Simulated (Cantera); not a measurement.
**MgO + H2S + H2O (roasting and sulfation)**

A closed system holds: 1 mol MgO, 0.87 mol H2S, 9.8 mol H2O, held at 1400000 Pa.

Cantera equilibrium calculation (NASA polynomials, part measured and part estimated; ideal gas, pure solids and liquids). Candidate condensed phases: H2O, H2SO4, Mg, MgO, Mg(OH)2, MgS, MgSO4, S; 26 gas species. Gases not in the tables: S3 to S7. Rates play no part.

From 525 °C to 1025 °C the condensed part is MgO(s).

| T (°C) | log p H2O | log p H2S | log p H2 | log p SO2 | log p S2 | n MgO(s) |
|---|---|---|---|---|---|---|
| 525 | 1.11 | 0.05 | -1.82 | -2.38 | -2.88 | 1.00 |
| 575 | 1.11 | 0.05 | -1.60 | -2.18 | -2.63 | 1.00 |
| 625 | 1.11 | 0.05 | -1.41 | -1.99 | -2.40 | 1.00 |
| 675 | 1.11 | 0.05 | -1.24 | -1.83 | -2.20 | 1.00 |
| 725 | 1.11 | 0.04 | -1.09 | -1.68 | -2.03 | 1.00 |
| 775 | 1.11 | 0.03 | -0.95 | -1.55 | -1.87 | 1.00 |
| 825 | 1.10 | 0.03 | -0.82 | -1.43 | -1.73 | 1.00 |
| 875 | 1.10 | 0.02 | -0.71 | -1.32 | -1.61 | 1.00 |
| 925 | 1.10 | 0.00 | -0.60 | -1.22 | -1.50 | 1.00 |
| 975 | 1.10 | -0.01 | -0.51 | -1.12 | -1.40 | 1.00 |
| 1025 | 1.10 | -0.03 | -0.42 | -1.04 | -1.32 | 1.00 |
log p: log10 of the partial pressure in bar; n: condensed amount in mol.
